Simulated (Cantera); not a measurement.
# Equilibrium for fluorocarbon and chlorocarbon gases: CH3F + F2

Feed: 1 mol CH3F, 0.07 mol F2, at 13.3 mbar.

Cantera equilibrium calculation (NASA polynomials, part measured and part estimated; ideal gas, pure solids and liquids). Candidate condensed phases: C, C6H6, C7H8, C8H18; 110 gas species. Ions and electrons are included (thermal ionisation). Kinetics and transport are ignored.

```
T (K)    x H      x HF     x F      x C      x H2      x C3      x C2      x CF  n C(graphite)
-----  -----  --------  ------  -------  --------  --------  --------  --------  -------------
3000   0.445     0.396  0.0103  0.00380     0.106    0.0234   0.00238   0.00119          0.703
3250   0.514     0.289  0.0409   0.0220    0.0342    0.0732    0.0121   0.00492              0
3500   0.565     0.174   0.109   0.0617    0.0122    0.0466    0.0188   0.00838              0
3750   0.582    0.0725   0.173    0.123   0.00450    0.0172    0.0185   0.00739              0
4000   0.582    0.0256   0.203    0.170   0.00178   0.00304    0.0103   0.00389              0
4250   0.582   0.00936   0.214    0.187  0.000784  0.000374   0.00419   0.00167              0
4500   0.583   0.00371   0.219    0.192  0.000379   4.90e-5   0.00168  0.000722              0
4750   0.583   0.00160   0.220    0.193  0.000197   7.60e-6  0.000722  0.000332              0
5000   0.583  0.000750   0.221    0.194  0.000110   1.40e-6  0.000333  0.000163              0
```
x: gas mole fraction; n: condensed amount in mol.

At 3000 K the condensed part is C(graphite). From 3250 K to 5000 K nothing is condensed. The main C-bearing gas is C3 at 3000 K and C at 5000 K.
